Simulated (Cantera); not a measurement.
# Equilibrium for carbothermic reduction: Ta2O5 + CO + H2

Charge: 1 mol Ta2O5, 3.1 mol CO, 0.16 mol H2, equilibrated at 0.230 bar.

Cantera equilibrium calculation (NASA polynomials, part measured and part estimated; ideal gas, pure solids and liquids). Candidate condensed phases: C, C6H6, C7H8, C8H18, H2O, Ta, TaC, Ta2O5; 113 gas species. Mutual solubility and eutectic melting of coexisting phases are not modelled. TaC: taken at fixed stoichiometry. Condensed phases not in the tables: Ta2C. Kinetics and transport are ignored.

```csv
T (°C),log p CO,log p CO2,log p H2,log p H2O,n C(graphite),n Ta2O5(s),n TaC(s),n Ta2O5(l)
552,-1.23,-0.82,-1.96,-2.10,1.34,1.00,0,0
702,-0.73,-1.49,-1.93,-2.89,0.419,1.00,0,0
852,-0.67,-2.56,-1.95,-3.81,0.0403,1.00,0,0
1002,-0.66,-3.48,-1.95,-4.54,0.00512,1.00,0,0
1152,-0.66,-3.53,-1.95,-4.46,0,0.999,0.00134,0
1302,-0.66,-3.53,-1.95,-4.36,0,0.999,0.00136,0
1452,-0.66,-3.54,-1.95,-4.28,0,0.999,0.00138,0
1602,-0.66,-3.54,-1.95,-4.22,0,0.999,0.00141,0
1752,-0.66,-3.54,-1.95,-4.17,0,0.999,0.00143,0
1902,-0.66,-3.57,-1.96,-4.15,0,0,0.00135,0.999
```
log p: log10 of the partial pressure in bar; n: condensed amount in mol.

From 552 °C to 1002 °C the condensed part is C(graphite) + Ta2O5(s). From 1152 °C to 1752 °C the condensed part is TaC(s) + Ta2O5(s). At 1902 °C the condensed part is TaC(s) + Ta2O5(l).
